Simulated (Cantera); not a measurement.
Input: 1 mol SiH2Cl2, 1.8 mol NO, 0.23 mol H2, at 1948 K and 0.360 bar.

Cantera equilibrium calculation (NASA polynomials, part measured and part estimated; ideal gas, pure solids and liquids). Candidate condensed phases: H2O, NH4Cl, Si, SiO2, Si2N2O, Si3N4; 47 gas species. The tables' values for SiCl3 are old estimates; treat these amounts as uncertain. The tables hold silica as quartz up to 1696 K and as liquid above; real silica turns to tridymite and cristobalite and melts near 1996 K. The numbers say what is thermodynamically allowed, not how fast it happens.

Base state: HCl 0.575, N2 0.282, H2 0.0969, SiO 0.0223, SiCl2 0.0142, SiCl3 0.00437, Cl 0.00261, SiCl4 0.00168 (mole fractions); condensed: SiO2(condensed).

**Question.** What changes in the equilibrium state with this change: temperature from 1948 K to 948 K?

**Answer.** 
```
species                 before    after
--------------------  --------  -------
HCl                      0.575    0.632
N2                       0.282    0.276
H2                      0.0969   0.0860
SiO                     0.0223    <1e-9
SiCl2                   0.0142    <1e-9
SiCl4                  0.00168  0.00539
Cl                     0.00261  1.80e-9
H                     0.000586    <1e-9
SiO2(condensed), mol     0.864        0
SiO2(β-quartz), mol          0    0.872
Si2N2O(s), mol               0   0.0557
```

**Question.** What changes in the equilibrium state with this change: temperature from 1948 K to 825 K?

**Answer.** 
```json
[
 {"species": "HCl", "before": "0.575", "after": "0.642"},
 {"species": "N2", "before": "0.282", "after": "0.274"},
 {"species": "H2", "before": "0.0969", "after": "0.0809"},
 {"species": "SiO", "before": "0.0223", "after": "<1e-9"},
 {"species": "SiCl2", "before": "0.0142", "after": "<1e-9"},
 {"species": "SiCl4", "before": "0.00168", "after": "0.00289"},
 {"species": "Cl", "before": "0.00261", "after": "<1e-9"},
 {"species": "SiCl3", "before": "0.00437", "after": "2.99e-9"},
 {"species": "H", "before": "0.000586", "after": "<1e-9"},
 {"species": "SiHCl3", "before": "9.90e-5", "after": "4.51e-7"},
 {"species": "H2O", "before": "0.000377", "after": "1.88e-6"},
 {"species": "SiO2(condensed), mol", "before": "0.864", "after": "0"},
 {"species": "SiO2(α-quartz), mol", "before": "0", "after": "0.870"},
 {"species": "Si2N2O(s), mol", "before": "0", "after": "0.0608"}
]
```
